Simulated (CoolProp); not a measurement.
A single-stage vapour-compression cycle with the fluid: evaporating at 289.15 K (dew point), condensing at 353.15 K (bubble point), superheat 10 K, subcooling 8 K, compressor efficiency 0.8, no pressure losses. The same conditions are run with several fluids, on thermodynamics alone (safety and materials aside).

Values from CoolProp's reference Helmholtz-energy equation of state of each fluid (n-pentane: Thol 2019; n-perfluorohexane: Gao 2022; cyclopentane: Gedanitz 2015; R152A: Outcalt 1996; R21: Platzer 1990; R245ca: Zhou 2016). The equations of Platzer and Polt are older, rougher fits.

### Question
Rank n-pentane, n-perfluorohexane, cyclopentane, R152A, R21, R245ca by cooling COP, highest first.

### Answer
cyclopentane (3.10), R21 (3.01), n-pentane (2.88), R245ca (2.83), R152A (2.68), n-perfluorohexane (2.18)

| fluid | pressure ratio | discharge temperature (K) | refrigerating effect (kJ/kg) | volumetric capacity (kJ/m³) |
|---|---|---|---|---|
| n-pentane | 7.61 | 355.3 | 255 | 366 |
| n-perfluorohexane | 10.6 | 353.1 | 43.1 | 116 |
| cyclopentane | 8.59 | 377.5 | 318 | 266 |
| R152A | 5.17 | 386.5 | 194 | 2600 |
| R21 | 6.46 | 403.5 | 181 | 1030 |
| R245ca | 8.18 | 359.1 | 139 | 538 |

The compression ends wet for: n-perfluorohexane.
